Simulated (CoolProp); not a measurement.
A single-stage vapour-compression cycle with carbonyl sulfide: evaporating at 279.15 K (dew point), condensing at 317.15 K (bubble point), superheat 10 K, subcooling 5 K, compressor efficiency 0.9, no pressure losses. Each further row changes one setting.

Model: reference Helmholtz-energy equation of state, Lemmon 2006, in CoolProp. It is a short technical equation, of lower accuracy than the large ones.

| case | cooling COP | pressure ratio | discharge temperature (K) | refrigerating effect (kJ/kg) | volumetric capacity (kJ/m³) |
|---|---|---|---|---|---|
| as stated | 5.56 | 2.58 | 359.0 | 228 | 4910 |
| evaporating temperature 284.15 K | 6.63 | 2.24 | 354.0 | 230 | 5660 |
| condensing temperature 312.15 K | 6.56 | 2.31 | 350.1 | 235 | 5060 |
| subcooling 10 K | 5.74 | 2.58 | 359.0 | 235 | 5060 |
| superheat 20 K | 5.49 | 2.58 | 370.2 | 236 | 4850 |
| compressor efficiency 0.8 | 4.95 | 2.58 | 364.7 | 228 | 4910 |
